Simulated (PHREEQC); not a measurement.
A column of 1 m (30 cells, dispersivity 0.035 m, 3600 s a shift, diffusion coefficient 3e-10 m²/s) holds 0.051 eq of the database's cation exchanger X per kg of pore water, first in equilibrium with 0.0028 mol/kgw SrCl2 and 1e-05 mol/kgw HCl. It is flushed with 0.0023 mol LiCl, 0.077 mol KBr and 1e-05 mol HCl per kg of water, at 15 °C. Values are for the last cell. No CO2 enters from the air. Precipitation was switched off in this run.

Equilibrium calculation in PHREEQC: ion-association model, phreeqc.dat.

Problem. Predict K in solution (mol/kgw) at pore volumes = 0.95, 2.95, 3.483, 4.017.

Solution. 
| pore volumes | K in solution (mol/kgw) |
|---|---|
| 0.95 | 0.00238 |
| 2.95 | 0.0743 |
| 3.483 | 0.0761 |
| 4.017 | 0.0767 |
